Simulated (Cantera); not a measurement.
## Equilibrium for oxide etching and cleaning by halides: SiO₂ + HCl + F₂

Feed: 1 mol SiO₂, 15 mol HCl, 4.3 mol F₂, equilibrated at 10.0 Pa.

These are equilibrium values from Cantera (NASA tables, ideal gas, pure condensed phases), not measurements of a reactor. Candidate condensed phases: H₂O, Si, SiO₂; 52 gas species. The tables' values for SiF₃ are old estimates; treat these amounts as uncertain. The tables hold silica as quartz up to 1696 K and as liquid above; real silica turns to tridymite and cristobalite and melts near 1996 K. Kinetics and transport are ignored.

| T (K) | x HCl | x Cl | x HF | x Cl₂ | x SiF₄ | x O₂ | n SiO₂(β-quartz) | n SiO₂(condensed) |
|---|---|---|---|---|---|---|---|---|
| 1000 | 0.532 | 0.0131 | 0.237 | 0.114 | 0.0515 | 0.0506 | 0 | 0 |
| 1100 | 0.524 | 0.0465 | 0.233 | 0.0943 | 0.0506 | 0.0501 | 0 | 0 |
| 1200 | 0.507 | 0.113 | 0.225 | 0.0571 | 0.0489 | 0.0484 | 0 | 0 |
| 1300 | 0.468 | 0.189 | 0.234 | 0.0233 | 0.0425 | 0.0419 | 0.0940 | 0 |
| 1400 | 0.402 | 0.259 | 0.272 | 0.00828 | 0.0290 | 0.0282 | 0.358 | 0 |
| 1500 | 0.347 | 0.306 | 0.308 | 0.00275 | 0.0173 | 0.0164 | 0.606 | 0 |
| 1600 | 0.309 | 0.336 | 0.334 | 0.000937 | 0.00929 | 0.00811 | 0.784 | 0 |
| 1700 | 0.287 | 0.353 | 0.348 | 0.000338 | 0.00478 | 0.00338 | 0 | 0.885 |
x: gas mole fraction; n: condensed amount in mol.

From 1000 K to 1200 K nothing is condensed. From 1300 K to 1600 K the condensed part is SiO₂(β-quartz). At 1700 K the condensed part is SiO₂(condensed). The main Si-bearing gas is SiF₄ throughout.
